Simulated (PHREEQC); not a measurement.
A PHREEQC input (ion-association model, phreeqc.dat):

```
SOLUTION 1
  temp 20
  units mg/kgw
  pH 6.74
  pe 9.8
  Na 0.0834
  K 0.4
  Ca 2.23
  Mg 0.121
  Cl 1.93
  S(6) 0.611 as SO4
  Alkalinity 4.04 as HCO3
  Si 0.00309 as SiO2
  Br 0.0172
  Ba 0.0213
  B 0.00864
  Cd 0.0583
  Pb 0.552
END
USE solution 1
EQUILIBRIUM_PHASES 1
  Chalcedony 0 0
  CO2(g) 3.4 10
END
```

The run finishes without an error or a warning.

Its last state differs from that of the intended input:

```csv
quantity,as run,intended
pH,2.78,6.99
ionic strength (mol/kgw),0.00193,0.000205
HCO3- (mol/kgw),0.00179,6.44e-5
CO2 (mol/kgw),8.01,1.56e-5
Pb+2 (mol/kgw),1.22e-6,1.60e-6
PbCO3 (mol/kgw),7.64e-10,6.82e-7
SI of Pb(OH)2 (Pb(OH)2),-8.90,-0.17
SI of Cerussite (PbCO3),-3.17,-0.22
```

One thing in the input isn't as intended. What explains the difference?

This is not unique; one that fits is The fault: the CO2 pressure typed with the wrong sign of its logarithm. The line should read `CO2(g) -3.4` where the input has `CO2(g) 3.4`.
